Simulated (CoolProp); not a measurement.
Model: reference Helmholtz-energy equation of state, Span 1996, in CoolProp.

Question: For carbon dioxide, give the phase and the cp (kJ/(kg K)), conductivity (mW/(m K)) at 320.55 °C and 10.5 MPa.

Answer: 
- 320.55 °C and 10.5 MPa: supercritical; cp 1.16, conductivity 44.0

Thermal conductivity comes from a separate model (Huber 2016).
